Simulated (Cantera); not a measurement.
Input: 1 mol borazine, a varied amount of H₂O, held at 1950 K and 0.218 Torr.

Equilibrium computed with Cantera from the NASA thermochemical tables; the gas is ideal and each condensed phase is pure. Candidate condensed phases: B, BN, B₂O₃, B₃O₃H₃, H₂O; 39 gas species. The feed counts by its element totals alone. Mutual solubility and eutectic melting of coexisting phases are not modelled. Kinetics and transport are ignored.

### Question
What share of the B ends up in condensed phases as a function of n(H₂O) (mol), at 0.11, 0.2, 0.39, 0.73, 1.4, 2.6, 4.9, 9.3?

### Answer
```json
[
 {"n(H₂O) (mol)": "0.11", "B condensed (%)": "96.2", "as": "B(s) + BN(s)"},
 {"n(H₂O) (mol)": "0.2", "B condensed (%)": "93.2", "as": "B(s) + BN(s)"},
 {"n(H₂O) (mol)": "0.39", "B condensed (%)": "86.9", "as": "B(s) + BN(s)"},
 {"n(H₂O) (mol)": "0.73", "B condensed (%)": "75.5", "as": "B(s) + BN(s)"},
 {"n(H₂O) (mol)": "1.4", "B condensed (%)": "53.0", "as": "B(s) + BN(s)"},
 {"n(H₂O) (mol)": "2.6", "B condensed (%)": "12.8", "as": "B(s)"},
 {"n(H₂O) (mol)": "4.9", "B condensed (%)": "0.0", "as": "-"},
 {"n(H₂O) (mol)": "9.3", "B condensed (%)": "0.0", "as": "-"}
]
```
